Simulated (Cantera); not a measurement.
A perfectly stirred reactor is fed with 31.3 % CO, 2.25 % H₂, 14.0 % O₂, 52.5 % N₂, equivalence ratio 1.2, at 4.93 atm; it is adiabatic with a 300 K inlet, and is followed from long to short residence time, starting on the burning branch (τ in s: 0.19, 0.071, 0.026, 0.0099, 0.0037, 0.0014, 0.00051, 0.00019, 7.1e-05, 2.7e-05).

Computed with Cantera and GRI-Mech 3.0 (53 species, 325 reactions). The hydrogen kinetics of GRI-Mech 3.0 are dated; newer H2 mechanisms differ, most at raised pressure.

Problem. Predict: blow-out, bracketed by the residence times tried; x(CO) at τ = 0.190 s; x(H₂) at τ = 0.190 s; x(O₂) at τ = 0.190 s; x(H₂O₂) at τ = 0.190 s; x(N₂O) at τ = 0.190 s; x(CO) at τ = 1.40 ms; x(H₂) at τ = 1.40 ms; x(O₂) at τ = 1.40 ms; x(H₂O₂) at τ = 1.40 ms; x(N₂O) at τ = 1.40 ms.

Solution. 
```
Item                                                                           Value
------------------------------------------------  ----------------------------------
blow-out, bracketed by the residence times tried  burning at 71.0 µs, out at 27.0 µs
x(CO) at τ = 0.190 s                                                          0.0730
x(H₂) at τ = 0.190 s                                                         0.00100
x(O₂) at τ = 0.190 s                                                         0.00326
x(H₂O₂) at τ = 0.190 s                                                       2.05e-8
x(N₂O) at τ = 0.190 s                                                        2.61e-7
x(CO) at τ = 1.40 ms                                                          0.0952
x(H₂) at τ = 1.40 ms                                                         0.00140
x(O₂) at τ = 1.40 ms                                                          0.0146
x(H₂O₂) at τ = 1.40 ms                                                       8.16e-8
x(N₂O) at τ = 1.40 ms                                                        6.98e-7
```
